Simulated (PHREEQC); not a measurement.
Model water analysis in mg/L, 60 °C, pH 7.62, pe 8.4:

```csv
constituent,mg/L
Na,2950
K,351
Ca,425
Mg,79.7
Cl,4070
S(6) as SO4,2460
Alkalinity as HCO3,50.7
Pb,30.6
Zn,50
N(5) as NO3,247
Sr,31.4
```

Valence states are taken as typed.

Computed with PHREEQC (ion-association model, phreeqc.dat).

Precipitation was switched off in this run.

Order these Zn species by the share of Zn that they hold, largest first: ZnSO4, ZnCl+, ZnOH+, ZnCO3, Zn+2.

Zn+2 (47 %), ZnSO4 (19 %), ZnCl+ (17 %), ZnOH+ (8.9 %), ZnCO3 (2.6 %)

The pH is 7.62 and the ionic strength 0.186 mol/kgw. Saturation is exceeded, for instance for Pb(OH)2, Cerussite; the values hold only as long as no solid forms. At this temperature some constants are extrapolated from 25 °C, and those without enthalpy data are left unchanged.
